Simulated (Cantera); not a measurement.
Charge: 1 mol HF, 0.56 mol O2, 0.11 mol H2, equilibrated at 1950 K and 165 Torr.

Method: chemical equilibrium by Gibbs-energy minimisation in Cantera with the NASA 1993 tables (ideal gas, pure condensed phases). Candidate condensed phases: H2O; 22 gas species. Equilibrium is a limit: real reactors are often held back by kinetics, nucleation or transport.

Base state: HF 0.619, O2 0.312, H2O 0.0670, OH 0.00210, O 0.000537, F 7.13e-5, H2 5.01e-5, H 1.73e-5 (mole fractions); condensed: gas only.

### Question
What changes in the equilibrium state with this change: pressure from 165 Torr to 47.3 Torr?

### Answer
| species | before | after |
|---|---|---|
| HF | 0.619 | 0.618 |
| O2 | 0.312 | 0.311 |
| H2O | 0.0670 | 0.0665 |
| OH | 0.00210 | 0.00286 |
| O | 0.000537 | 0.00100 |
| H | 1.73e-5 | 4.41e-5 |
| H2 | 5.01e-5 | 9.31e-5 |
| F | 7.13e-5 | 9.77e-5 |
